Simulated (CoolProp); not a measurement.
1000 sccm (0 °C, 1 atm) of nitrogen bubbles through liquid n-nonane at 320.1 K and leaves saturated at a total pressure of 0.053 MPa (ideal gas phase). Each further row changes one setting.

Values from CoolProp's reference Helmholtz-energy equation of state, Lemmon 2006. It is a short technical equation, of lower accuracy than the large ones.

```json
[
 {"case": "as stated", "vapour pressure (kPa)": "2.06", "mole fraction of vapour": "0.0389", "delivery (mg/min)": "232", "delivery (sccm)": "40.5", "change of delivery for a bath 1 K warmer (%)": "5.6"},
 {"case": "bath temperature 325.1 K", "vapour pressure (kPa)": "2.67", "mole fraction of vapour": "0.0504", "delivery (mg/min)": "304", "delivery (sccm)": "53.1", "change of delivery for a bath 1 K warmer (%)": "5.5"},
 {"case": "total pressure 0.106 MPa", "vapour pressure (kPa)": "2.06", "mole fraction of vapour": "0.0195", "delivery (mg/min)": "114", "delivery (sccm)": "19.8", "change of delivery for a bath 1 K warmer (%)": "5.5"}
]
```
